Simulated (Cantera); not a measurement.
Input (Python, Cantera) and output of one run.

```python
import numpy as np
import cantera as ct

gas_names = """
    H HNO HNO2 HNO3 HO2 H2 H2O H2O2 H2S H2SO4 N NH NH2 NH3 NH2OH NO NO2 NO3 N2 N2H2 N2H4 N2O O OH O2 O3
    S SH SN SO SO2 SO3 S2 S2O S8
""".split()
cond_names = """
    H2O(s) H2O(L) H2SO4(L) S(cr1) S(cr2) S(L)
""".split()


# ... load() reads the species with a 1 bar reference pressure and builds the phases ...
atoms = {
    'NH3': {'N': 1, 'H': 3},
    'SO2': {'S': 1, 'O': 2},
    'N2': {'N': 2},
}
top_T = {}  # K; cautious upper limits of use, not melting points


# ... equilibrate(T, P, feed) seeds the gas with the atoms and calls Mixture.equilibrate('TP', solver="vcs", rtol=1e-11, max_steps=5000) ...
results = []
feed = {'NH3': 1, 'SO2': 0.33, 'N2': 3.8}  # mol
P = 290  # Pa
for T in [2275, 2375, 2475, 2575, 2675, 2775, 2875]:
    mix = equilibrate(T, P, feed)
    results.append((T, P, feed, dict(zip(mix.species_names, mix.species_moles))))
    x = sorted(zip(gas.X, gas.species_names), reverse=True)
    print(f"T = {T:g} K  P = {P:g} Pa  gas = {mix.phase_moles(0):.4g} mol")
    print("   x: " + "  ".join(f"{s} {v:.3e}" for v, s in x if v > 1e-05))
    print("   condensed (mol): " + ("  ".join(f"{mix.phase(i).name} {mix.phase_moles(i):.4g}"
          for i in range(1, mix.n_phases) if mix.phase_moles(i) > 1e-12) or "none"))
```

Result:

```
T = 2275 K  P = 290 Pa  gas = 6.322 mol
   x: N2 6.800e-01  H2 1.492e-01  H 6.089e-02  H2O 5.475e-02  SO 2.234e-02  S 1.268e-02  SO2 1.109e-02  OH 3.479e-03  SH 2.077e-03  S2 1.938e-03  O 9.741e-04  NO 3.692e-04  O2 1.497e-04  H2S 1.082e-04  S2O 1.003e-05
   condensed (mol): none
T = 2375 K  P = 290 Pa  gas = 6.471 mol
   x: N2 6.641e-01  H2 1.324e-01  H 9.531e-02  H2O 4.779e-02  SO 2.319e-02  S 1.418e-02  SO2 1.013e-02  OH 6.123e-03  O 2.964e-03  SH 1.586e-03  S2 9.179e-04  NO 7.700e-04  O2 4.437e-04  H2S 5.404e-05
   condensed (mol): none
T = 2475 K  P = 290 Pa  gas = 6.685 mol
   x: N2 6.425e-01  H 1.395e-01  H2 1.115e-01  H2O 3.777e-02  SO 2.293e-02  S 1.576e-02  OH 9.515e-03  SO2 8.501e-03  O 7.868e-03  NO 1.435e-03  SH 1.202e-03  O2 1.096e-03  S2 4.637e-04  H2S 2.687e-05
   condensed (mol): none
T = 2575 K  P = 290 Pa  gas = 6.975 mol
   x: N2 6.153e-01  H 1.907e-01  H2 8.792e-02  H2O 2.514e-02  SO 2.139e-02  S 1.831e-02  O 1.731e-02  OH 1.228e-02  SO2 6.094e-03  NO 2.264e-03  O2 2.019e-03  SH 9.429e-04  S2 2.744e-04  H2S 1.375e-05
   condensed (mol): none
T = 2675 K  P = 290 Pa  gas = 7.314 mol
   x: N2 5.865e-01  H 2.423e-01  H2 6.383e-02  O 3.081e-02  S 2.226e-02  SO 1.822e-02  H2O 1.337e-02  OH 1.269e-02  SO2 3.488e-03  NO 2.949e-03  O2 2.613e-03  SH 7.580e-04  S2 1.892e-04  N 1.892e-05
   condensed (mol): none
T = 2775 K  P = 290 Pa  gas = 7.635 mol
   x: N2 5.616e-01  H 2.858e-01  O 4.521e-02  H2 4.226e-02  S 2.710e-02  SO 1.368e-02  OH 1.060e-02  H2O 5.702e-03  NO 3.239e-03  O2 2.451e-03  SO2 1.557e-03  SH 5.930e-04  S2 1.381e-04  N 4.042e-05
   condensed (mol): none
T = 2875 K  P = 290 Pa  gas = 7.883 mol
   x: N2 5.439e-01  H 3.166e-01  O 5.721e-02  S 3.164e-02  H2 2.596e-02  SO 9.026e-03  OH 7.539e-03  NO 3.143e-03  H2O 2.060e-03  O2 1.812e-03  SO2 5.604e-04  SH 4.354e-04  S2 9.728e-05  N 8.227e-05
   condensed (mol): none
```

Equilibrium computed with Cantera from the NASA thermochemical tables; the gas is ideal and each condensed phase is pure.
